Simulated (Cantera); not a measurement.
Input (Python, Cantera) and output of one run.

```python
import numpy as np
import cantera as ct

gas_names = """
    C CH CH2 CH3 CH4 C2 C2H C2H2,acetylene C2H2,vinylidene C2H3,vinyl C2H4 C2H5 C2H6 C3 C3H3,propargyl
    C3H4,allene C3H4,propyne C3H4,cyclo- C3H5,allyl C3H6,propylene C3H6,cyclo- C3H7,n-propyl
    C3H7,i-propyl C3H8 C4 C4H2 C4H4,1,3-cyclo- C4H6,butadiene C4H6,2-butyne C4H6,cyclo- C4H8,1-butene
    C4H8,cis2-buten C4H8,tr2-butene C4H8,isobutene C4H8,cyclo- C4H9,n-butyl C4H9,i-butyl C4H9,s-butyl
    C4H9,t-butyl C4H10,isobutane C4H10,n-butane C5 C5H6,1,3cyclo- C5H8,cyclo- C5H10,1-pentene
    C5H10,cyclo- C5H11,pentyl C5H11,t-pentyl C5H12,n-pentane C5H12,i-pentane CH3C(CH3)2CH3 C6H2
    C6H5,phenyl C6H6 C6H10,cyclo- C6H12,1-hexene C6H12,cyclo- C6H13,n-hexyl C7H7,benzyl C7H8
    C7H14,1-heptene C7H15,n-heptyl C7H16,n-heptane C8H8,styrene C8H10,ethylbenz C8H16,1-octene
    C8H17,n-octyl C8H18,isooctane C8H18,n-octane C9H19,n-nonyl C10H8,naphthale C10H21,n-decyl
    C12H9,o-bipheny C12H10,bipheny H H2 Si SiC SiC2 SiC4H12 SiH SiH2 SiH3 SiH4 Si2 Si2C Si3
""".split()
cond_names = """
    C(gr) C6H6(L) C7H8(L) C8H18(L),n-octa Si(cr) Si(L) SiC(b)
""".split()


def load(file, names, dense=False):
    # The tables refer to 1 bar. Condensed volumes are neglected.
    table = {s.name: s for s in ct.Species.list_from_file(file)}
    out = []
    for n in names:
        d = dict(table[n].input_data)
        d["thermo"] = dict(d["thermo"], **{"reference-pressure": 1e5})
        if dense:
            d["equation-of-state"] = {"model": "constant-volume", "density": "1e6 g/cm^3"}
        out.append(ct.Species.from_dict(d))
    return out


gas = ct.Solution(thermo="ideal-gas", species=load("nasa_gas.yaml", gas_names))
cond = {s.name: ct.Solution(thermo="fixed-stoichiometry", species=[s], name=s.name)
        for s in load("nasa_condensed.yaml", cond_names, dense=True)}
atoms = {
    'SiH4': {'Si': 1, 'H': 4},
    'CH4': {'C': 1, 'H': 4},
    'H2': {'H': 2},
}
top_T = {'C(gr)': 4500, 'SiC(b)': 3050}  # K; cautious upper limits of use, not melting points


def equilibrate(T, P, feed):
    n = {}
    for name, mol in feed.items():
        for a, k in atoms[name].items():
            n[a] = n.get(a, 0.0) + k * mol
    gas.TPX = T, P, n
    mass = sum(n.values()) * gas.mean_molecular_weight
    gas.equilibrate("TP")
    valid = [c for c in cond.values() if c.min_temp <= T <= top_T.get(c.name, c.max_temp)]
    mix = ct.Mixture([(gas, mass / gas.mean_molecular_weight)] + [(c, 0.0) for c in valid])
    mix.T, mix.P = T, P
    mix.equilibrate("TP", solver="vcs", rtol=1e-11, max_steps=5000)
    return mix


results = []
feed = {'SiH4': 1, 'CH4': 0.82, 'H2': 1}  # mol
P = 100000  # Pa
for T in [1873, 1923, 1973, 2023, 2073, 2123, 2173, 2223, 2273, 2323, 2373, 2423, 2473]:
    mix = equilibrate(T, P, feed)
    results.append((T, P, feed, dict(zip(mix.species_names, mix.species_moles))))
    x = sorted(zip(gas.X, gas.species_names), reverse=True)
    print(f"T = {T:g} K  P = {P:g} Pa  gas = {mix.phase_moles(0):.4g} mol")
    print("   x: " + "  ".join(f"{s} {v:.3e}" for v, s in x if v > 1e-06))
    print("   condensed (mol): " + ("  ".join(f"{mix.phase(i).name} {mix.phase_moles(i):.4g}"
          for i in range(1, mix.n_phases) if mix.phase_moles(i) > 1e-12) or "none"))
```

It prints:

```
T = 1873 K  P = 100000 Pa  gas = 4.641 mol
   x: H2 9.993e-01  H 6.452e-04  SiH2 4.901e-05  CH4 2.021e-05  Si 8.818e-06  SiH 8.214e-06  SiH4 1.053e-06
   condensed (mol): Si(L) 0.1798  SiC(b) 0.8199
T = 1923 K  P = 100000 Pa  gas = 4.642 mol
   x: H2 9.989e-01  H 9.415e-04  SiH2 6.723e-05  CH4 2.138e-05  Si 1.696e-05  SiH 1.387e-05  SiH4 1.008e-06
   condensed (mol): Si(L) 0.1796  SiC(b) 0.8199
T = 1973 K  P = 100000 Pa  gas = 4.643 mol
   x: H2 9.985e-01  H 1.348e-03  SiH2 9.073e-05  Si 3.155e-05  SiH 2.281e-05  CH4 2.255e-05  C2H2,acetylene 1.571e-06
   condensed (mol): Si(L) 0.1794  SiC(b) 0.8199
T = 2023 K  P = 100000 Pa  gas = 4.645 mol
   x: H2 9.979e-01  H 1.897e-03  SiH2 1.206e-04  Si 5.689e-05  SiH 3.655e-05  CH4 2.373e-05  C2H2,acetylene 3.171e-06  Si2C 1.717e-06
   condensed (mol): Si(L) 0.1791  SiC(b) 0.8198
T = 2073 K  P = 100000 Pa  gas = 4.647 mol
   x: H2 9.970e-01  H 2.626e-03  SiH2 1.580e-04  Si 9.968e-05  SiH 5.724e-05  CH4 2.490e-05  C2H2,acetylene 6.183e-06  Si2C 3.675e-06  CH3 1.284e-06  Si2 1.224e-06
   condensed (mol): Si(L) 0.1787  SiC(b) 0.8198
T = 2123 K  P = 100000 Pa  gas = 4.649 mol
   x: H2 9.959e-01  H 3.580e-03  SiH2 2.043e-04  Si 1.700e-04  SiH 8.769e-05  CH4 2.607e-05  C2H2,acetylene 1.167e-05  Si2C 7.582e-06  Si2 2.327e-06  CH3 1.820e-06
   condensed (mol): Si(L) 0.178  SiC(b) 0.8197
T = 2173 K  P = 100000 Pa  gas = 4.653 mol
   x: H2 9.944e-01  H 4.812e-03  Si 2.828e-04  SiH2 2.609e-04  SiH 1.316e-04  CH4 2.723e-05  C2H2,acetylene 2.139e-05  Si2C 1.511e-05  Si2 4.293e-06  CH3 2.536e-06
   condensed (mol): Si(L) 0.1771  SiC(b) 0.8196
T = 2223 K  P = 100000 Pa  gas = 4.657 mol
   x: H2 9.925e-01  H 6.382e-03  Si 4.598e-04  SiH2 3.292e-04  SiH 1.939e-04  C2H2,acetylene 3.811e-05  Si2C 2.916e-05  CH4 2.836e-05  Si2 7.698e-06  CH3 3.478e-06  Si3 1.488e-06  SiH3 1.028e-06
   condensed (mol): Si(L) 0.1757  SiC(b) 0.8194
T = 2273 K  P = 100000 Pa  gas = 4.664 mol
   x: H2 9.900e-01  H 8.358e-03  Si 7.313e-04  SiH2 4.109e-04  SiH 2.806e-04  C2H2,acetylene 6.611e-05  Si2C 5.460e-05  CH4 2.946e-05  Si2 1.344e-05  CH3 4.698e-06  Si3 2.544e-06  SiC2 1.627e-06  SiH3 1.222e-06
   condensed (mol): Si(L) 0.1737  SiC(b) 0.819
T = 2323 K  P = 100000 Pa  gas = 4.672 mol
   x: H2 9.869e-01  H 1.082e-02  Si 1.140e-03  SiH2 5.074e-04  SiH 3.994e-04  C2H2,acetylene 1.119e-04  Si2C 9.942e-05  CH4 3.052e-05  Si2 2.291e-05  CH3 6.255e-06  Si3 4.246e-06  SiC2 3.986e-06  SiH3 1.440e-06
   condensed (mol): Si(L) 0.1709  SiC(b) 0.8183
T = 2373 K  P = 100000 Pa  gas = 4.683 mol
   x: H2 9.828e-01  H 1.385e-02  Si 1.743e-03  SiH2 6.202e-04  SiH 5.594e-04  C2H2,acetylene 1.849e-04  Si2C 1.763e-04  Si2 3.815e-05  CH4 3.151e-05  SiC2 9.391e-06  CH3 8.213e-06  Si3 6.926e-06  SiH3 1.682e-06
   condensed (mol): Si(L) 0.167  SiC(b) 0.8172
T = 2423 K  P = 100000 Pa  gas = 4.697 mol
   x: H2 9.776e-01  H 1.753e-02  Si 2.620e-03  SiH 7.721e-04  SiH2 7.508e-04  Si2C 3.052e-04  C2H2,acetylene 2.988e-04  Si2 6.215e-05  CH4 3.242e-05  SiC2 2.134e-05  Si3 1.106e-05  CH3 1.064e-05  SiH3 1.949e-06
   condensed (mol): Si(L) 0.1615  SiC(b) 0.8153
T = 2473 K  P = 100000 Pa  gas = 4.716 mol
   x: H2 9.710e-01  H 2.197e-02  Si 3.870e-03  SiH 1.050e-03  SiH2 9.000e-04  Si2C 5.161e-04  C2H2,acetylene 4.726e-04  Si2 9.923e-05  SiC2 4.685e-05  CH4 3.322e-05  Si3 1.733e-05  CH3 1.360e-05  SiH3 2.238e-06
   condensed (mol): Si(L) 0.1538  SiC(b) 0.8124
```

Cantera equilibrium calculation (NASA polynomials, part measured and part estimated; ideal gas, pure solids and liquids). Mutual solubility and eutectic melting of coexisting phases are not modelled. Gases not in the tables: Si2H6 and higher silanes.
